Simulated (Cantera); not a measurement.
Input (Python, Cantera) and output of one run.

```python
import numpy as np
import cantera as ct

gas_names = """
    H H2 N NH NH2 NH3 N2 N2H2 N2H4 V VN
""".split()
cond_names = """
    V(cr) V(L) VN(s)
""".split()


# ... load() reads the species with a 1 bar reference pressure and builds the phases ...
atoms = {
    'V': {'V': 1},
    'NH3': {'N': 1, 'H': 3},
}
top_T = {'VN(s)': 2300}  # K; cautious upper limits of use, not melting points


# ... equilibrate(T, P, feed) seeds the gas with the atoms and calls Mixture.equilibrate('TP', solver="vcs", rtol=1e-11, max_steps=5000) ...
results = []
T = 998.15  # K
P = 1.3  # Pa
for m in [0.3, 0.36, 0.43, 0.51, 0.6, 0.72, 0.85, 1, 1.2, 1.4, 1.7]:
    feed = {'V': 1, 'NH3': m}  # mol
    mix = equilibrate(T, P, feed)
    results.append((T, P, feed, dict(zip(mix.species_names, mix.species_moles))))

top = {s: max(r[3][s] / sum(r[3][g] for g in gas_names) for r in results) for s in gas_names}
cols = sorted((s for s in top if top[s] > 0.001), key=lambda s: -top[s])[:7]
seen = [c for c in cond_names if any(r[3].get(c, 0) > 1e-12 for r in results)]
print("log10 of partial pressures in bar; condensed amounts in mol")
print(f"{'n(NH3)':>10s}" + "".join(f"{s[:9]:>10s}" for s in cols + seen))
for T, P, feed, n in results:
    ng = sum(n[g] for g in gas_names)
    print(f"{feed['NH3']:10.4g}" + "".join(f"{np.log10(max(n[s] / ng * P / 1e5, 1e-99)):10.3f}" for s in cols)
          + "".join(f"{n.get(c, 0):10.4g}" for c in seen))
```

Output:

```
log10 of partial pressures in bar; condensed amounts in mol
    n(NH3)        H2        N2     V(cr)     VN(s)
       0.3    -4.886   -13.759       0.7       0.3
      0.36    -4.886   -13.759      0.64      0.36
      0.43    -4.886   -13.759      0.57      0.43
      0.51    -4.886   -13.759      0.49      0.51
       0.6    -4.886   -13.759       0.4       0.6
      0.72    -4.886   -13.759      0.28      0.72
      0.85    -4.886   -13.759      0.15      0.85
         1    -4.886   -13.759 4.016e-09         1
       1.2    -4.910    -6.165         0         1
       1.4    -4.926    -5.947         0         1
       1.7    -4.942    -5.804         0         1
```

These are equilibrium values from Cantera (NASA tables, ideal gas, pure condensed phases), not measurements of a reactor. VN: taken at fixed stoichiometry. Condensed phases not in the tables: V2N, N, O or C dissolved in the metal.
